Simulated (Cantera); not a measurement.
What does this Cantera script print?

```python
import numpy as np
import cantera as ct

gas_names = """
    H H2 H2S N NH NH2 NH3 N2 N2H2 N2H4 Pb PbS Pb2 S SH SN S2 S8
""".split()
cond_names = """
    Pb(cr) Pb(L) PbS(s) PbS(L) S(cr1) S(cr2) S(L)
""".split()


# ... load() reads the species with a 1 bar reference pressure and builds the phases ...
atoms = {
    'PbS': {'Pb': 1, 'S': 1},
    'H2': {'H': 2},
    'N2': {'N': 2},
}
top_T = {}  # K; cautious upper limits of use, not melting points


# ... equilibrate(T, P, feed) seeds the gas with the atoms and calls Mixture.equilibrate('TP', solver="vcs", rtol=1e-11, max_steps=5000) ...
results = []
T = 1100  # K
P = 2300  # Pa
for m in [1.1, 2.7, 6.5, 16, 39, 95, 230, 570, 1400]:
    feed = {'PbS': 1, 'H2': m, 'N2': 0.37}  # mol
    mix = equilibrate(T, P, feed)
    results.append((T, P, feed, dict(zip(mix.species_names, mix.species_moles))))

top = {s: max(r[3][s] / sum(r[3][g] for g in gas_names) for r in results) for s in gas_names}
cols = sorted((s for s in top if top[s] > 1e-06), key=lambda s: -top[s])[:9]
seen = [c for c in cond_names if any(r[3].get(c, 0) > 1e-12 for r in results)]
print("log10 of partial pressures in bar; condensed amounts in mol")
print(f"{'n(H2)':>10s}" + "".join(f"{s[:9]:>10s}" for s in cols + seen))
for T, P, feed, n in results:
    ng = sum(n[g] for g in gas_names)
    print(f"{feed['H2']:10.4g}" + "".join(f"{np.log10(max(n[s] / ng * P / 1e5, 1e-99)):10.3f}" for s in cols)
          + "".join(f"{n.get(c, 0):10.4g}" for c in seen))
```

Result:

```
log10 of partial pressures in bar; condensed amounts in mol
     n(H2)        H2        N2       PbS       H2S        Pb        S2        SH       NH3     Pb(L)    PbS(s)
       1.1    -1.801    -2.258    -3.022    -3.217    -3.917    -6.241    -6.754    -7.329   0.03268    0.8954
       2.7    -1.731    -2.578    -3.022    -3.146    -3.917    -6.241    -6.719    -7.384   0.08317    0.7667
       6.5    -1.699    -2.928    -3.022    -3.115    -3.917    -6.241    -6.703    -7.511    0.2031     0.461
        16    -1.677    -3.301    -3.136    -3.207    -3.917    -6.470    -6.806    -7.664    0.3702         0
        39    -1.656    -3.673    -3.519    -3.568    -3.917    -7.235    -7.178    -7.818    0.2606         0
        95    -1.647    -4.054    -3.912    -3.935    -3.934    -7.987    -7.549    -7.995         0         0
       230    -1.642    -4.434    -4.444    -4.198    -4.198    -8.523    -7.815    -8.178         0         0
       570    -1.640    -4.827    -5.055    -4.503    -4.502    -9.136    -8.120    -8.371         0         0
      1400    -1.639    -5.217    -5.726    -4.838    -4.838    -9.808    -8.456    -8.565         0         0
```

Equilibrium computed with Cantera from the NASA thermochemical tables; the gas is ideal and each condensed phase is pure. Mutual solubility and eutectic melting of coexisting phases are not modelled.
